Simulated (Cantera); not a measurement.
# Premixed flame

A freely propagating, adiabatic, planar premixed flame of 24.0 % H2, 13.3 % O2, 62.7 % N2, equivalence ratio 0.90, unburnt at 325 K and 10.0 bar; multicomponent+Soret transport, grid criteria slope 0.08 and curve 0.16, no radiation.

Model: the H2/O2 subset of GRI-Mech 3.0, which has no nitrogen chemistry, integrated in Cantera. The hydrogen kinetics of GRI-Mech 3.0 are dated; newer H2 mechanisms differ, most at raised pressure. Burning velocities carry a grid error of a few per cent, more on coarse grids.

| z (mm) | T (K) | u (m/s) | x H2 | x O2 | x H2O | x H2O2 | x HO2 | x OH |
|---|---|---|---|---|---|---|---|---|
| -0.121 | 325 | 0.580 | 0.237 | 0.134 | 6.31e-6 | 2.16e-8 | 1.24e-8 | <1e-8 |
| -0.0803 | 327 | 0.576 | 0.227 | 0.136 | 0.000105 | 4.27e-7 | 2.43e-7 | <1e-8 |
| -0.0603 | 334 | 0.577 | 0.210 | 0.139 | 0.000732 | 3.44e-6 | 2.00e-6 | <1e-8 |
| -0.0402 | 380 | 0.629 | 0.169 | 0.144 | 0.00655 | 3.61e-5 | 2.48e-5 | <1e-8 |
| -0.0201 | 706 | 1.11 | 0.105 | 0.132 | 0.0525 | 0.000266 | 0.000505 | 5.77e-6 |
| -0.0100 | 1104 | 1.73 | 0.0725 | 0.104 | 0.109 | 0.000277 | 0.000832 | 0.000287 |
| 0 | 1492 | 2.34 | 0.0414 | 0.0698 | 0.172 | 2.48e-5 | 0.000422 | 0.00155 |
| 0.0100 | 1729 | 2.72 | 0.0210 | 0.0452 | 0.213 | 4.43e-6 | 0.000188 | 0.00368 |
| 0.0201 | 1854 | 2.92 | 0.0120 | 0.0337 | 0.233 | 3.04e-6 | 9.76e-5 | 0.00509 |
| 0.0402 | 1965 | 3.09 | 0.00595 | 0.0264 | 0.247 | 1.90e-6 | 4.14e-5 | 0.00520 |
| 0.0803 | 2032 | 3.19 | 0.00258 | 0.0235 | 0.255 | 1.06e-6 | 1.51e-5 | 0.00377 |
| 0.161 | 2061 | 3.23 | 0.000911 | 0.0226 | 0.259 | 5.45e-7 | 5.10e-6 | 0.00240 |
| 0.321 | 2070 | 3.24 | 0.000371 | 0.0224 | 0.260 | 3.33e-7 | 2.45e-6 | 0.00168 |
x: mole fraction of selected species; z is measured from the peak of heat release.

```yaml
laminar_burning_velocity: 58.2 cm/s
thermal_thickness: 0.0402 mm
peak x(H2O2): 0.000322
peak x(HO2): 0.000870
peak x(OH): 0.00542
grid_points: 115
```
